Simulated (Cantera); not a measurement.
Input (Python, Cantera) and output of one run.

```python
import numpy as np
import cantera as ct

gas_names = """
    N2O N
""".split()
cond_names = """
    V2O3(s) V2O3(L) V2O5(s) V2O5(L)
""".split()


# ... load() reads the species with a 1 bar reference pressure and builds the phases ...
species = {s.name: s for s in load("nasa_gas.yaml", gas_names) + load("nasa_condensed.yaml", cond_names)}
# Each term lists the table entries of one substance; the one whose range holds T is used.
reactions = {
    'V2O3 + 2 N2O(g) = 4 N(g) + V2O5':
        [(-1, ['V2O3(s)', 'V2O3(L)']), (-2, ['N2O']), (4, ['N']), (1, ['V2O5(s)', 'V2O5(L)'])],
}


def pick(names, T):
    return next(species[n] for n in names if species[n].thermo.min_temp <= T <= species[n].thermo.max_temp)


results = []
for label, terms in reactions.items():
    print(label)
    print("     T/K   dH/kJ  dS/(J/K)   dG/kJ   log10 K")
    for T in [2323, 2473, 2623, 2773, 2923]:
        used = [(nu, pick(names, T)) for nu, names in terms]
        dH = sum(nu * s.thermo.h(T) for nu, s in used) / 1e6
        dS = sum(nu * s.thermo.s(T) for nu, s in used) / 1e3
        dG = dH - T * dS / 1e3
        logK = -dG * 1e6 / (ct.gas_constant * T * np.log(10))
        results.append((label, T, dH, dS, dG, logK, [s.name for _, s in used]))
        print(f"{T:8g} {dH:8.1f} {dS:8.1f} {dG:8.1f} {logK:8.2f}")
```

It prints:

```
V2O3 + 2 N2O(g) = 4 N(g) + V2O5
     T/K   dH/kJ  dS/(J/K)   dG/kJ   log10 K
    2323   1474.2    307.8    759.1   -17.07
    2473   1355.5    257.1    719.7   -15.20
    2623   1354.3    256.6    681.1   -13.56
    2773   1353.0    256.2    642.7   -12.11
    2923   1351.7    255.7    604.3   -10.80
```

Cantera with NASA thermochemical tables; ideal gases at 1 bar, condensed phases pure. Condensed species are held in their standard states even where they would react or evaporate.
